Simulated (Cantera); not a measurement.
An isothermal, constant-pressure homogeneous reactor starts with 41.0 % CH₄, 13.9 % H₂O, 45.1 % H₂, at 2023 K and 0.217 atm.

Cantera simulation using GRI-Mech 3.0 (53 species, 325 reactions); the numbers are that mechanism's predictions, not measurements. GRI-Mech 3.0 stops at C3 and has no aromatics, soot or wall deposition, so with more carbon than oxygen in the feed, carbon stays in small species such as C2H2 where larger ones or solid carbon would form.

x: mole fraction; the columns are a selection and need not sum to one.

```tsv
t (s)	x CH₄	x H₂O	x H₂	x CH₂	x CH₃	x CO₂	x C₂H
3.00e-6	0.409	0.139	0.451	6.92e-8	0.000761	<1e-12	<1e-12
1.47e-5	0.405	0.139	0.452	1.87e-6	0.00374	<1e-12	1.61e-11
7.21e-5	0.371	0.137	0.468	2.33e-5	0.0150	?	7.87e-8
0.000353	0.175	0.116	0.615	2.80e-5	0.0116	?	5.05e-6
0.00173	0.0448	0.0968	0.722	1.38e-5	0.00344	?	9.85e-6
0.00849	0.0114	0.0733	0.762	6.27e-6	0.00101	0.000445	1.13e-5
0.0416	0.00606	0.0275	0.797	3.29e-6	0.000534	0.000479	9.13e-6
0.204	0.00135	0.000770	0.818	7.03e-7	0.000119	?	7.89e-6
1.00	0.000639	1.57e-7	0.819	3.34e-7	5.65e-5	?	7.89e-6
```

Task: What belongs in the gaps?

Result: 
- 7.21e-5, x CO₂: 1.36e-8
- 0.000353, x CO₂: 4.72e-6
- 0.00173, x CO₂: 8.48e-5
- 0.204, x CO₂: 1.82e-5
- 1.00, x CO₂: 3.69e-9
